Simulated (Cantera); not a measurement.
Feed: 1 mol AlN, 0.22 mol N₂, at 2225 K and 0.133 bar.

These are equilibrium values from Cantera (NASA tables, ideal gas, pure condensed phases), not measurements of a reactor. Candidate condensed phases: Al, AlN; 5 gas species. Rates play no part.

Base state: N₂ 0.980, Al 0.0196 (mole fractions); condensed: AlN(s).

**Question.** What changes in the equilibrium state with this change: temperature from 2225 K to 2848.15 K?

**Answer.** 
| species | before | after |
|---|---|---|
| Al | 0.0196 | 0.581 |
| N₂ | 0.980 | 0.419 |
| Al₂ | 5.42e-6 | 0.000611 |
| AlN(s), mol | 0.996 | 0 |
